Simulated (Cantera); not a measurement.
Input (Python, Cantera):

```python
import numpy as np
import cantera as ct

gas = ct.Solution("gri30.yaml")
gas.TPX = 1300, 2300000, {'CO': 1, 'H2': 0.055, 'CH4': 0.044, 'O2': 1.43, 'N2': 5.38}
reactor = ct.IdealGasConstPressureReactor(gas, energy="on", clone=False)
net = ct.ReactorNet([reactor])
net.rtol, net.atol = 1e-08, 1e-16
show = ['CO', 'H2', 'CH4', 'NO', 'CO2', 'H2O2', 'HCO']
times = np.geomspace(1e-05, 9, 16)

steps = ct.SolutionArray(gas, extra=["t"])
rows = []
print(f"{'t/s':>10s}{'T/K':>9s}{'P/Pa':>11s}" + "".join(f"{s:>11s}" for s in show))
for t in times:
    while net.time < t:
        t_next = net.step()
        steps.append(gas.state, t=t_next)
    rows.append([np.interp(t, steps.t, y) for y in (steps.T, steps.P, *steps(*show).X.T)])
    print(f"{t:10.3e}{rows[-1][0]:9.1f}{rows[-1][1]:11.4g}" + "".join(f"{x:11.3e}" for x in rows[-1][2:]))
rate = np.gradient(steps.T, steps.t)
print("integrator steps:", len(steps.t))
if steps.T.max() > steps.T[0] + 200:
    print(f"time of steepest temperature rise: {steps.t[rate.argmax()]:.4e} s")
gas.TPX = 1300, 2300000, {'CO': 1, 'H2': 0.055, 'CH4': 0.044, 'O2': 1.43, 'N2': 5.38}
gas.equilibrate("HP")
print(f"equilibrium (HP): T = {gas.T:.1f} K  " + "  ".join(f"{s} {gas[s].X[0]:.3e}" for s in show))
```

Output:

```
       t/s      T/K       P/Pa         CO         H2        CH4         NO        CO2       H2O2        HCO
 1.000e-05   1300.2    2.3e+06  1.264e-01  6.946e-03  5.557e-03  5.932e-14  1.906e-05  8.219e-08  1.717e-10
 2.494e-05   1312.5    2.3e+06  1.256e-01  6.599e-03  5.197e-03  8.548e-11  9.904e-04  3.455e-05  5.415e-08
 6.222e-05   2175.0    2.3e+06  2.996e-02  2.826e-04  1.837e-17  2.619e-05  1.089e-01  4.980e-07  4.305e-08
 1.552e-04   2407.6    2.3e+06  1.960e-03  4.354e-05  2.409e-20  2.685e-04  1.392e-01  1.680e-07  1.687e-10
 3.871e-04   2406.8    2.3e+06  1.942e-03  4.329e-05  1.702e-20  6.886e-04  1.392e-01  1.675e-07  1.661e-10
 9.655e-04   2404.8    2.3e+06  1.924e-03  4.295e-05  1.652e-20  1.686e-03  1.393e-01  1.664e-07  1.629e-10
 2.408e-03   2400.4    2.3e+06  1.886e-03  4.222e-05  1.559e-20  3.865e-03  1.393e-01  1.640e-07  1.561e-10
 6.007e-03   2392.7    2.3e+06  1.821e-03  4.097e-05  1.406e-20  7.645e-03  1.394e-01  1.600e-07  1.449e-10
 1.498e-02   2385.1    2.3e+06  1.759e-03  3.976e-05  1.268e-20  1.137e-02  1.395e-01  1.560e-07  1.346e-10
 3.737e-02   2382.8    2.3e+06  1.741e-03  3.940e-05  1.228e-20  1.249e-02  1.395e-01  1.548e-07  1.316e-10
 9.322e-02   2382.8    2.3e+06  1.740e-03  3.939e-05  1.227e-20  1.252e-02  1.395e-01  1.548e-07  1.315e-10
 2.325e-01   2382.8    2.3e+06  1.740e-03  3.939e-05  1.227e-20  1.252e-02  1.395e-01  1.548e-07  1.315e-10
 5.800e-01   2382.8    2.3e+06  1.740e-03  3.939e-05  1.227e-20  1.252e-02  1.395e-01  1.548e-07  1.315e-10
 1.447e+00   2382.8    2.3e+06  1.740e-03  3.939e-05  1.227e-20  1.252e-02  1.395e-01  1.548e-07  1.315e-10
 3.608e+00   2382.8    2.3e+06  1.740e-03  3.939e-05  1.227e-20  1.252e-02  1.395e-01  1.548e-07  1.315e-10
 9.000e+00   2382.8    2.3e+06  1.740e-03  3.939e-05  1.227e-20  1.252e-02  1.395e-01  1.548e-07  1.315e-10
integrator steps: 1658
time of steepest temperature rise: 5.8244e-05 s
equilibrium (HP): T = 2382.8 K  CO 1.740e-03  H2 3.939e-05  CH4 1.815e-20  NO 1.252e-02  CO2 1.395e-01  H2O2 1.548e-07  HCO 1.315e-10
```

Cantera simulation using GRI-Mech 3.0 (53 species, 325 reactions); the numbers are that mechanism's predictions, not measurements. The pressure lies above the range GRI-Mech 3.0 was tuned for (to about 10 atm).
